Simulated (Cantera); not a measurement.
## Diamond growth

A diamond (100) surface in a fixed gas of H2 with x(CH4) = 0.0025, x(H) = 0.0011, x(CH3) = 4.6e-05, at 1250 K; coverages are run to steady state.

Computed with Cantera and the Harris–Goodwin 1993 mechanism for the reconstructed diamond (100) surface.

```csv
P (Pa),growth (µm/h),θ c6HH,θ c6H*,θ c6*H,θ c6**,θ c6HM
750,0.0226,0.439,0.0422,0.491,0.0267,3.77e-5
1100,0.0364,0.439,0.0422,0.491,0.0267,5.62e-5
1600,0.0576,0.439,0.0422,0.491,0.0267,8.26e-5
2400,0.0948,0.439,0.0422,0.491,0.0267,0.000125
3600,0.158,0.439,0.0422,0.491,0.0267,0.000187
5400,0.268,0.439,0.0422,0.491,0.0267,0.000278
8000,0.457,0.439,0.0421,0.491,0.0267,0.000407
12000,0.817,0.439,0.0421,0.491,0.0267,0.000596
```
θ: site fractions in the mechanism's names (c6HH fully hydrogenated, c6H* and c6*H radical sites, c6** diradical, c6HM methylated).
